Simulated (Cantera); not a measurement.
Source: NASA polynomial tables (part measured, part estimated), evaluated in Cantera. Values are per mole of reaction as written; species without (g) are pure solids or liquids, kept so even where they would boil at 1 bar.

5 N2O(g) + 2 Nb = Nb2O5 + 10 N(g), with ΔH° = 2419.4 kJ and ΔS° = 498.0 J/K at 300 K.

**Question.** How far is the shortcut ΔG° ≈ ΔH°(300 K) − T·ΔS°(300 K) from the full temperature-dependent value at 2598, 2698, 2798, 2898, 2998 K?

**Answer.** 
```csv
T (K),shortcut (kJ),full (kJ),difference (kJ),difference in log10 K,condensed phases
2598,1125.5,848.4,277.1,-5.57,"Nb(s), Nb2O5(l)"
2698,1075.7,778.6,297.2,-5.75,"Nb(s), Nb2O5(l)"
2798,1025.9,709.4,316.5,-5.91,"Nb(l), Nb2O5(l)"
2898,976.1,641.1,335.0,-6.04,"Nb(l), Nb2O5(l)"
2998,926.3,572.5,353.8,-6.16,"Nb(l), Nb2O5(l)"
```
The shortcut ignores heat capacities and the phase changes listed.
